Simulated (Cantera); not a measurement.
Charge: 1 mol Cr2O3, 160 mol H2, equilibrated at 1.10 mbar.

Equilibrium computed with Cantera from the NASA thermochemical tables; the gas is ideal and each condensed phase is pure. Candidate condensed phases: Cr, Cr2O3, H2O; 13 gas species. Mutual solubility and eutectic melting of coexisting phases are not modelled. The numbers say what is thermodynamically allowed, not how fast it happens.

x: gas mole fraction; n: condensed amount in mol.

```csv
T (K),x H2,x H,x H2O,x Cr,x OH,x CrO,n Cr(s),n Cr2O3(s)
1498,0.998,0.000518,0.00122,0.000491,1.80e-8,[?],0.0518,0.935
1573,0.995,0.00122,0.00238,0.00159,1.06e-7,[?],0,0.873
1648,0.989,0.00267,0.00524,0.00349,6.35e-7,[?],0,0.719
1723,0.977,0.00543,0.0107,0.00711,3.26e-6,[?],0,0.422
1798,0.959,0.0104,0.0183,0.0122,1.30e-5,[?],0,0
1873,0.951,0.0190,0.0182,0.0121,2.82e-5,[?],0,0
1948,0.937,0.0330,0.0180,0.0120,5.73e-5,[?],0,0
2023,0.915,0.0548,0.0177,0.0118,0.000111,0.000159,0,0
2098,0.883,0.0872,0.0173,0.0116,0.000203,0.000171,0,0
```

Task: Fill in the missing entries.

Result: 
- 1498, x CrO: 1.87e-7
- 1573, x CrO: 1.38e-6
- 1648, x CrO: 7.64e-6
- 1723, x CrO: 3.64e-5
- 1798, x CrO: 0.000121
- 1873, x CrO: 0.000134
- 1948, x CrO: 0.000147
